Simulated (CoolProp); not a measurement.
Saturation properties of dodecamethylcyclohexasiloxane (D6).

The numbers come from the reference Helmholtz-energy equation of state, Colonna 2008 in CoolProp. It is a short technical equation, of lower accuracy than the large ones.

```csv
T (°C),p (kPa),liquid density (kg/m³),vapour density (kg/m³),liquid cp (kJ/(kg K)),surface tension (mN/m)
124.15,2.255,857.7,0.3051,1.770,11.1
136.25,3.791,843.7,0.4989,1.795,10.3
148.25,6.099,___,0.7826,1.820,9.47
160.35,___,815.3,1.191,1.846,8.67
172.45,14.35,800.7,1.760,1.871,7.89
184.45,20.99,___,2.524,1.896,7.15
196.55,30.00,770.7,3.549,1.922,6.43
208.65,41.88,755.1,___,1.947,5.74
220.75,57.26,___,6.611,1.973,5.08
```

Q: Some entries are withheld; supply them.

A: 
- 148.25, liquid density (kg/m³): 829.7
- 160.35, p (kPa): 9.508
- 184.45, liquid density (kg/m³): 785.9
- 208.65, vapour density (kg/m³): 4.887
- 220.75, liquid density (kg/m³): 739.0

It boils at 245.0 °C under 1 atm.

Surface tension comes from a separate correlation (Mulero 2014).
